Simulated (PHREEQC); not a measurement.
A column of 0.2 m (40 cells, dispersivity 0.016 m, 720 s a shift, diffusion coefficient 3e-10 m²/s) holds 0.045 eq of the database's cation exchanger X per kg of pore water, first in equilibrium with 0.095 mol MgCl2 and 1e-05 mol HCl per kg of water. It is flushed with 0.0057 mol/kgw ZnCl2, 0.016 mol/kgw BaCl2 and 1e-05 mol/kgw HCl, at 15 °C. Values are for the last cell. The system is closed to CO2. Nothing may precipitate in this run.

Base run: PHREEQC, ion-association model, phreeqc.dat. Each further column changes one thing. The table gives Ba in solution (mol/kgw).

| pore volumes | base | exchange capacity from 0.045 to 0.022 eq/kgw | dispersivity from 0.016 to 0.032 m |
|---|---|---|---|
| 0 | 0 | 0 | 0 |
| 0.9125 | 0.000757 | 0.00267 | 0.00196 |
| 1.663 | 0.00422 | 0.00985 | 0.00597 |
| 2.413 | 0.0113 | 0.0146 | 0.0106 |
| 3.312 | 0.0151 | 0.0158 | 0.0141 |
| 4.213 | 0.0159 | 0.0160 | 0.0154 |
| 4.963 | 0.0160 | 0.0160 | 0.0158 |
